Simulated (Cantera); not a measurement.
A Cantera script and what it prints.

```python
import numpy as np
import cantera as ct

gas_names = [...]  # 123 gases of nasa_gas.yaml made of C, H, O, Si
cond_names = """
    C(gr) C6H6(L) C7H8(L) C8H18(L),n-octa H2O(s) H2O(L) Si(cr) Si(L) SiC(b) SiO2(Lqz) SiO2(hqz) SiO2(L)
""".split()


# ... load() reads the species with a 1 bar reference pressure and builds the phases ...
atoms = {
    'SiO2': {'Si': 1, 'O': 2},
    'C': {'C': 1},
    'H2': {'H': 2},
}
top_T = {'C(gr)': 4500, 'SiC(b)': 3050}  # K; cautious upper limits of use, not melting points


# ... equilibrate(T, P, feed) seeds the gas with the atoms and calls Mixture.equilibrate('TP', solver="vcs", rtol=1e-11, max_steps=5000) ...
results = []
feed = {'SiO2': 1, 'C': 1.8, 'H2': 2.7}  # mol
P = 32  # Pa
for T in [1275, 1350, 1425, 1500, 1575, 1650, 1725]:
    mix = equilibrate(T, P, feed)
    results.append((T, P, feed, dict(zip(mix.species_names, mix.species_moles))))
    x = sorted(zip(gas.X, gas.species_names), reverse=True)
    print(f"T = {T:g} K  P = {P:g} Pa  gas = {mix.phase_moles(0):.4g} mol")
    print("   x: " + "  ".join(f"{s} {v:.3e}" for v, s in x if v > 1e-05))
    print("   condensed (mol): " + ("  ".join(f"{mix.phase(i).name} {mix.phase_moles(i):.4g}"
          for i in range(1, mix.n_phases) if mix.phase_moles(i) > 1e-12) or "none"))
```

Result:

```
T = 1275 K  P = 32 Pa  gas = 3.905 mol
   x: H2 6.914e-01  CO 3.076e-01  SiO 9.649e-04  H 3.426e-05
   condensed (mol): SiC(b) 0.5987  SiO2(hqz) 0.3975
T = 1350 K  P = 32 Pa  gas = 3.963 mol
   x: H2 6.812e-01  CO 3.068e-01  SiO 1.196e-02  H 1.100e-04
   condensed (mol): SiC(b) 0.5842  SiO2(hqz) 0.3684
T = 1425 K  P = 32 Pa  gas = 4.599 mol
   x: H2 5.870e-01  CO 2.989e-01  SiO 1.139e-01  H 2.922e-04
   condensed (mol): SiC(b) 0.4255  SiO2(hqz) 0.0509
T = 1500 K  P = 32 Pa  gas = 4.702 mol
   x: H2 5.739e-01  CO 2.978e-01  SiO 1.276e-01  H 7.454e-04
   condensed (mol): SiC(b) 0.4
T = 1575 K  P = 32 Pa  gas = 4.704 mol
   x: H2 5.731e-01  CO 2.976e-01  SiO 1.275e-01  H 1.759e-03  Si 2.201e-05
   condensed (mol): SiC(b) 0.3999
T = 1650 K  P = 32 Pa  gas = 4.71 mol
   x: H2 5.714e-01  CO 2.973e-01  SiO 1.273e-01  H 3.839e-03  Si 1.156e-04
   condensed (mol): SiC(b) 0.3997
T = 1725 K  P = 32 Pa  gas = 4.721 mol
   x: H2 5.680e-01  CO 2.968e-01  SiO 1.268e-01  H 7.825e-03  Si 5.243e-04  SiH 1.010e-05
   condensed (mol): SiC(b) 0.3987
```

These are equilibrium values from Cantera (NASA tables, ideal gas, pure condensed phases), not measurements of a reactor. Mutual solubility and eutectic melting of coexisting phases are not modelled. The tables hold silica as quartz up to 1696 K and as liquid above; real silica turns to tridymite and cristobalite and melts near 1996 K.
